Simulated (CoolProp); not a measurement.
Vapour-liquid equilibrium of cyclopentane (1) + octamethylcyclotetrasiloxane (D4) (2) at 187.95 °C; x and y are mole fractions of (1).

The numbers come from the multi-fluid Helmholtz-energy mixture model, Gedanitz 2015 and Thol 2015; pair parameters Bell 2016 in CoolProp.

```tsv
x	bubble pressure (MPa)	y at the bubble point	dew pressure at overall composition x (MPa)	liquid density (mol/L)
0.05	0.1870	0.281	0.1437	2.622
0.2	0.3605	0.657	0.1693	2.967
0.35	0.5742	0.810	0.2054	3.395
0.5	0.8379	0.891	0.2603	3.938
0.65	1.164	0.940	0.3544	4.647
0.8	1.565	0.972	0.5534	5.609
0.95	2.043	0.994	1.268	6.976
```

No azeotrope shows between x = 0.05 and 0.95.

The pair parameters rest on a limited set of measurements; away from them the model extrapolates.
